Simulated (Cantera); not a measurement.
Feed: 1 mol CH3SiCl3, 0.96 mol CH4, 35 mol H2, held at 1.60 mbar.

Method: chemical equilibrium by Gibbs-energy minimisation in Cantera with the NASA 1993 tables (ideal gas, pure condensed phases). Candidate condensed phases: C, C6H6, C7H8, C8H18, Si, SiC; 109 gas species. The feed counts by its element totals alone. Gases not in the tables: Si2H6 and higher silanes. Rates play no part.

**Question.** Which condensed phases are stable at each of these points (T (°C)): 725, 875, 1025, 1175, 1325, 1475, 1625, 1775, 1925?

**Answer.** 
```tsv
T (°C)	condensed phases	Si condensed (%)
725	C(graphite) + SiC(s)	99.5
875	C(graphite) + SiC(s)	99.9
1025	C(graphite) + SiC(s)	99.8
1175	C(graphite) + SiC(s)	99.6
1325	C(graphite) + SiC(s)	99.1
1475	C(graphite) + SiC(s)	98.4
1625	C(graphite) + SiC(s)	96.3
1775	C(graphite) + SiC(s)	81.4
1925	C(graphite)	0.0
```

From 725 °C to 1775 °C the condensed part is C(graphite) + SiC(s). At 1925 °C the condensed part is C(graphite).
